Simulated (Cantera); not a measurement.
An isothermal plug-flow reactor at 725 K and 97000 Pa (inlet), inlet velocity 1.9 m/s, active area per volume 2100 1/m; feed 1.13 % H₂, 5.66 % O₂, 93.2 % N₂.

Computed with Cantera and Deutschmann's 1995 Pt surface mechanism with GRI-Mech 3.0 gas chemistry. Catalytic surfaces can have several steady states; this one follows from the mechanism file's or the stated starting coverage. Mass transfer to the wall is taken as infinitely fast.

Problem. Predict: x(H₂) at z = 0.0031 m; x(O₂) at z = 0.0031 m; x(H₂O) at z = 0.0031 m; θ(free Pt) at the exit; θ(O*) at the exit; θ(OH*) at the exit.

Solution. 
```json
{
  "x(H₂) at z = 0.0031 m": "0.000125",
  "x(O₂) at z = 0.0031 m": "0.0513",
  "x(H₂O) at z = 0.0031 m": "0.0113",
  "θ(free Pt) at the exit": "0.0186",
  "θ(O*) at the exit": "0.979",
  "θ(OH*) at the exit": "0.00234"
}
```
